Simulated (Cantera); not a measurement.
Input: 1 mol SiH4, 0.28 mol C2H4, 5.3 mol H2, equilibrated at 1025 °C and 66000 Pa.

Equilibrium computed with Cantera from the NASA thermochemical tables; the gas is ideal and each condensed phase is pure. Candidate condensed phases: C, C6H6, C7H8, C8H18, Si, SiC; 87 gas species. Mutual solubility and eutectic melting of coexisting phases are not modelled. The numbers say what is thermodynamically allowed, not how fast it happens.

Problem. What is the equilibrium state?

Solution. 
| Item | Result |
|---|---|
| x(H2) | 1.000 |
| x(CH4) | 1.54e-5 |
| x(H) | 1.32e-6 |
| n(Si(s)) | 0.440 mol |
| n(SiC(s)) | 0.560 mol |
| gas amount | 7.860 mol |
| log10 activity of C(graphite) (absent) | -2.53 |
